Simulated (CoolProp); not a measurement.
Carbon dioxide along the isotherm 41.05 °C: fugacity coefficient from the reference equation and from simpler models built on Tc = 31.0 °C, pc = 7.377 MPa, ω = 0.224; each cubic takes its own stable root.

Values from CoolProp's reference Helmholtz-energy equation of state, Span 1996.

| p (MPa) | phase | reference | van der Waals | Soave-Redlich-Kwong | Peng-Robinson |
|---|---|---|---|---|---|
| 0.233 | gas | 0.9903 | 0.9913 | 0.9904 | 0.9892 |
| 0.363 | gas | 0.9849 | 0.9865 | 0.9850 | 0.9832 |
| 0.566 | gas | 0.9765 | 0.9790 | 0.9766 | 0.9739 |
| 0.881 | gas | 0.9635 | 0.9673 | 0.9637 | 0.9595 |
| 1.37 | gas | 0.9434 | 0.9493 | 0.9439 | 0.9374 |
| 2.14 | gas | 0.9121 | 0.9209 | 0.9128 | … |
| 3.32 | gas | 0.8646 | 0.8776 | 0.8659 | 0.8519 |
| 5.18 | gas | 0.7907 | … | 0.7931 | 0.7737 |
| 8.06 | supercritical | 0.6745 | 0.6952 | 0.6794 | 0.6550 |
| 12.6 | supercritical | … | 0.5248 | 0.5126 | 0.4882 |
| 19.5 | supercritical | 0.3733 | … | … | … |
| 30.4 | supercritical | 0.2956 | 0.3529 | 0.3179 | 0.2913 |
| 47.4 | supercritical | 0.2566 | 0.3405 | 0.2822 | … |
| 73.8 | supercritical | 0.2552 | 0.3950 | 0.2871 | 0.2432 |

Task: Complete the blanks.

Result: 
- 2.14, Peng-Robinson: 0.9032
- 5.18, van der Waals: 0.8088
- 12.6, reference: 0.4981
- 19.5, van der Waals: 0.4141
- 19.5, Soave-Redlich-Kwong: 0.3928
- 19.5, Peng-Robinson: 0.3681
- 47.4, Peng-Robinson: 0.2503
